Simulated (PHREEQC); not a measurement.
## Sulfide liquor: an equilibrium model

Dissolve 0.022 mol/kgw NH4HS, 0.0009 mol/kgw NaCl and 0.038 mol/kgw LiCl at 25 °C. Closed to the air; pH follows from the charge balance.

All values are PHREEQC results (ion-association model, phreeqc.dat), not measurements.

```yaml
pH: 8.10
ionic_strength: 0.0597 mol/kgw
specific_conductance: 6360 µS/cm
density: 0.998 g/cm³
total_alkalinity: 22.0 meq/kg
```

```
species  molality  activity   log γ
-------  --------  --------  ------
Cl-        0.0389    0.0312  -0.096
Li+        0.0380    0.0313  -0.084
NH4+       0.0209    0.0164  -0.104
HS-        0.0209    0.0167  -0.097
H2S       0.00115   0.00117   0.006
NH3       0.00115   0.00117   0.006
```

This is a speciation only: nothing precipitates in the calculation. Species that the database lacks are ignored.
